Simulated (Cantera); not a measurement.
Silicon nitride deposition: SiH2Cl2 + N2 + H2

Input: 1 mol SiH2Cl2, a varied amount of N2, 0.28 mol H2, at 1973 K and 0.133 bar.

Equilibrium computed with Cantera from the NASA thermochemical tables; the gas is ideal and each condensed phase is pure. Candidate condensed phases: NH4Cl, Si, Si3N4; 28 gas species. The tables' values for SiCl3, SiCl, SiN are old estimates; treat these amounts as uncertain. Gases not in the tables: Si2H6 and higher silanes. The numbers say what is thermodynamically allowed, not how fast it happens.

```
n(N2) (mol)   x N2    x H2  x SiCl2   x HCl   x SiCl3       x H    x SiCl  n Si(l)  n Si3N4(s)
-----------  -----  ------  -------  ------  --------  --------  --------  -------  ----------
5.4          0.703   0.131   0.0921  0.0698   0.00164   0.00134  0.000566    0.272           0
6.8          0.748   0.111   0.0780  0.0591   0.00128   0.00123  0.000521    0.271           0
8.6          0.790  0.0923   0.0652  0.0493  0.000978   0.00112  0.000476    0.270           0
11           0.828  0.0756   0.0535  0.0404  0.000727   0.00102  0.000431    0.269           0
14           0.859  0.0616   0.0437  0.0330  0.000536  0.000917  0.000390    0.267           0
17           0.880  0.0524   0.0372  0.0283  0.000424  0.000846  0.000357        0      0.0893
21           0.901  0.0432   0.0307  0.0235  0.000321  0.000768  0.000322        0      0.0893
27           0.921  0.0342   0.0243  0.0188  0.000228  0.000684  0.000284        0      0.0890
```
x: gas mole fraction; n: condensed amount in mol.

From 5.4 mol N2 to 14 mol N2 the condensed part is Si(l). From 17 mol N2 to 27 mol N2 the condensed part is Si3N4(s). The main Si-bearing gas is SiCl2 throughout.
